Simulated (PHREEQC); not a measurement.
Dissolve 12 mmol/kgw K2CO3 at 25 °C. Closed to the air; pH follows from the charge balance.

Equilibrium calculation in PHREEQC: ion-association model, wateq4f.dat.

```json
{
  "pH": "11.03",
  "ionic_strength": "0.0347 mol/kgw",
  "total_alkalinity": "24.0 meq/kg"
}
```

| species | molality | activity | log γ |
|---|---|---|---|
| K+ | 0.0240 | 0.0201 | -0.078 |
| CO3-2 | 0.0107 | 0.00555 | -0.286 |
| OH- | 0.00129 | 0.00108 | -0.078 |
| HCO3- | 0.00129 | 0.00110 | -0.071 |
| CO2 | 2.27e-8 | 2.29e-8 | 0.003 |

This is a speciation only: nothing precipitates in the calculation. Complexes and solids missing from the database can't appear.
